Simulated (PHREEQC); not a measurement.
NaOH is added in steps, without added water, to 1 kg of water holding 0.6 mol NaHSO4 and 0.0012 mol Na2CO3, at 25 °C. The system is closed to CO2. Only these solids could form: Burkeite, Mirabilite, Nahcolite, Natron, Thenardite, Trona.

Base run: PHREEQC, Pitzer model, pitzer.dat. Each further column changes one thing. The table gives pH.

```csv
NaOH added (mol),base,"database phreeqc.dat, Debye-Hückel limiting law","database phreeqc.dat, all activity coefficients set to 1",database phreeqc.dat,"database phreeqc.dat, Davies equation for every ion"
0,0.80,0.93,0.89,0.84,___
0.03938,0.86,0.96,0.96,0.88,0.98
0.1181,0.98,___,1.10,0.99,1.10
0.1575,1.05,1.07,1.18,1.04,1.17
0.1969,1.12,1.11,1.25,1.10,1.24
0.2756,1.27,1.21,1.42,1.23,___
0.315,1.35,1.27,1.50,1.30,1.48
0.3544,1.44,1.33,1.60,___,1.57
0.4331,1.65,1.51,1.82,1.57,1.79
0.4725,1.79,1.63,1.97,___,1.93
0.5119,1.98,1.79,2.15,1.88,2.12
0.5906,3.11,2.88,3.29,2.99,3.25
0.63,12.22,11.80,12.48,___,12.38
```

### Question
What belongs in the gaps?

### Answer

- 0, database phreeqc.dat, Davies equation for every ion: 0.92
- 0.1181, database phreeqc.dat, Debye-Hückel limiting law: 1.03
- 0.2756, database phreeqc.dat, Davies equation for every ion: 1.39
- 0.3544, database phreeqc.dat: 1.38
- 0.4725, database phreeqc.dat: 1.71
- 0.63, database phreeqc.dat: 12.23

In brines, pH and single-ion activities rest on the MacInnes convention. The ionic strength passes 0.7 mol/kgw, the rough limit of the ion-association models, in part of: database phreeqc.dat, Debye-Hückel limiting law; database phreeqc.dat, all activity coefficients set to 1; database phreeqc.dat; database phreeqc.dat, Davies equation for every ion. pitzer.dat has no redox and few complexes: it carries them in its interaction parameters.
